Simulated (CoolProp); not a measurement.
A single-stage vapour-compression cycle with C2F6 (R116): evaporating at 210.15 K (dew point), condensing at 256.15 K (bubble point), superheat 10 K, subcooling 8 K, compressor efficiency 0.85, no pressure losses. Each further row changes one setting.

Values from CoolProp's reference Helmholtz-energy equation of state, Lemmon 2006. It is a short technical equation, of lower accuracy than the large ones.

```tsv
case	cooling COP	pressure ratio	discharge temperature (K)	refrigerating effect (kJ/kg)	volumetric capacity (kJ/m³)
as stated	3.06	5.37	269.2	76.7	1320
evaporating temperature 215.15 K	3.64	4.31	268.4	79.4	1680
condensing temperature 251.15 K	3.60	4.61	264.1	82.3	1420
subcooling 13 K	3.28	5.37	269.2	82.4	1420
superheat 20 K	3.13	5.37	278.9	83.5	1360
compressor efficiency 0.75	2.70	5.37	273.0	76.7	1320
```
